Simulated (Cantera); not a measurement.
A Cantera script and its output.

```python
import numpy as np
import cantera as ct

gas = ct.Solution("gri30.yaml")
gas.TPX = 1023, 13332, {'CO': 0.0042, 'O2': 0.0025, 'H2O': 0.00039, 'N2': 1}
reactor = ct.IdealGasConstPressureReactor(gas, energy="off", clone=False)
net = ct.ReactorNet([reactor])
net.rtol, net.atol = 1e-08, 1e-18
show = ['CO', 'O2', 'H2O', 'OH', 'NO2']
times = np.geomspace(1e-05, 3, 11)

steps = ct.SolutionArray(gas, extra=["t"])
rows = []
print(f"{'t/s':>10s}{'T/K':>9s}{'P/Pa':>11s}" + "".join(f"{s:>11s}" for s in show))
for t in times:
    while net.time < t:
        t_next = net.step()
        steps.append(gas.state, t=t_next)
    rows.append([np.interp(t, steps.t, y) for y in (steps.T, steps.P, *steps(*show).X.T)])
    print(f"{t:10.3e}{rows[-1][0]:9.1f}{rows[-1][1]:11.4g}" + "".join(f"{x:11.3e}" for x in rows[-1][2:]))
rate = np.gradient(steps.T, steps.t)
print("integrator steps:", len(steps.t))
if steps.T.max() > steps.T[0] + 200:
    print(f"time of steepest temperature rise: {steps.t[rate.argmax()]:.4e} s")
gas.TPX = 1023, 13332, {'CO': 0.0042, 'O2': 0.0025, 'H2O': 0.00039, 'N2': 1}
gas.equilibrate("TP")
print(f"equilibrium (TP): T = {gas.T:.1f} K  " + "  ".join(f"{s} {gas[s].X[0]:.3e}" for s in show))
```

Output:

```
       t/s      T/K       P/Pa         CO         O2        H2O         OH        NO2
 1.000e-05   1023.0  1.333e+04  4.170e-03  2.482e-03  3.873e-04  3.984e-18  6.104e-39
 3.529e-05   1023.0  1.333e+04  4.170e-03  2.482e-03  3.873e-04  1.900e-17  2.115e-37
 1.246e-04   1023.0  1.333e+04  4.170e-03  2.482e-03  3.873e-04  1.237e-16  7.484e-36
 4.397e-04   1023.0  1.333e+04  4.170e-03  2.482e-03  3.873e-04  1.014e-15  2.908e-34
 1.552e-03   1023.0  1.333e+04  4.170e-03  2.482e-03  3.873e-04  7.830e-15  1.518e-32
 5.477e-03   1023.0  1.333e+04  4.170e-03  2.482e-03  3.873e-04  5.040e-14  1.014e-30
 1.933e-02   1023.0  1.333e+04  4.170e-03  2.482e-03  3.873e-04  3.591e-13  1.169e-28
 6.823e-02   1023.0  1.333e+04  4.170e-03  2.482e-03  3.873e-04  3.399e-12  8.914e-26
 2.408e-01   1023.0  1.333e+04  4.170e-03  2.482e-03  3.873e-04  1.582e-10  1.038e-21
 8.500e-01   1023.0  1.333e+04  3.452e-03  2.065e-03  3.397e-04  4.011e-06  3.381e-12
 3.000e+00   1023.0  1.333e+04  1.729e-04  4.847e-04  3.733e-04  2.678e-06  2.795e-11
integrator steps: 800
equilibrium (TP): T = 1023.0 K  CO 7.559e-11  O2 3.970e-04  H2O 3.881e-04  OH 3.847e-09  NO2 1.433e-09
```

Cantera simulation using GRI-Mech 3.0 (53 species, 325 reactions); the numbers are that mechanism's predictions, not measurements.
